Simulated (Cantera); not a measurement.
A Cantera script and what it prints.

```python
import numpy as np
import cantera as ct

gas_names = """
    B BH BH2 BH3 BO BO2 B2 B2O B2O2 B2O3 B3O3H3 H HBO HBO2 HO2 H2 H2O H2O2 H3B3O6 O OH O2 O3
""".split()
cond_names = """
    B(b) B(L) B2O3(L) B3O3H3(cr) H2O(s) H2O(L)
""".split()


# ... load() reads the species with a 1 bar reference pressure and builds the phases ...
atoms = {
    'B': {'B': 1},
    'H2O': {'H': 2, 'O': 1},
}
top_T = {}  # K; cautious upper limits of use, not melting points


# ... equilibrate(T, P, feed) seeds the gas with the atoms and calls Mixture.equilibrate('TP', solver="vcs", rtol=1e-11, max_steps=5000) ...
results = []
feed = {'B': 1, 'H2O': 19}  # mol
P = 13332.2  # Pa
for T in [975, 1075, 1175, 1275, 1375, 1475, 1575, 1675, 1775, 1875]:
    mix = equilibrate(T, P, feed)
    results.append((T, P, feed, dict(zip(mix.species_names, mix.species_moles))))

top = {s: max(r[3][s] / sum(r[3][g] for g in gas_names) for r in results) for s in gas_names}
cols = sorted((s for s in top if top[s] > 0.0001), key=lambda s: -top[s])[:6]
seen = [c for c in cond_names if any(r[3].get(c, 0) > 1e-12 for r in results)]
print("log10 of partial pressures in bar; condensed amounts in mol")
print(f"{'T/K':>10s}" + "".join(f"{s[:9]:>10s}" for s in cols + seen))
for T, P, feed, n in results:
    ng = sum(n[g] for g in gas_names)
    print(f"{T:10.4g}" + "".join(f"{np.log10(max(n[s] / ng * P / 1e5, 1e-99)):10.3f}" for s in cols)
          + "".join(f"{n.get(c, 0):10.4g}" for c in seen))
```

Result:

```
log10 of partial pressures in bar; condensed amounts in mol
       T/K       H2O        H2      HBO2    H3B3O6         H        OH   B2O3(L)
       975    -0.916    -1.976    -5.273    -2.873    -9.929   -11.611    0.2145
      1075    -0.914    -1.976    -4.406    -3.081    -8.822   -10.181    0.3203
      1175    -0.914    -1.977    -3.695    -3.261    -7.900    -8.993    0.3687
      1275    -0.915    -1.978    -3.102    -3.420    -7.122    -7.992    0.3623
      1375    -0.920    -1.981    -2.603    -3.566    -6.456    -7.140     0.262
      1475    -0.934    -1.988    -2.200    -3.765    -5.881    -6.408         0
      1575    -0.935    -1.989    -2.170    -4.899    -5.376    -5.761         0
      1675    -0.935    -1.989    -2.168    -5.963    -4.930    -5.191         0
      1775    -0.935    -1.989    -2.169    -6.907    -4.533    -4.684         0
      1875    -0.935    -1.989    -2.170    -7.745    -4.178    -4.232         0
```

Equilibrium computed with Cantera from the NASA thermochemical tables; the gas is ideal and each condensed phase is pure. Gases not in the tables: H3BO3.
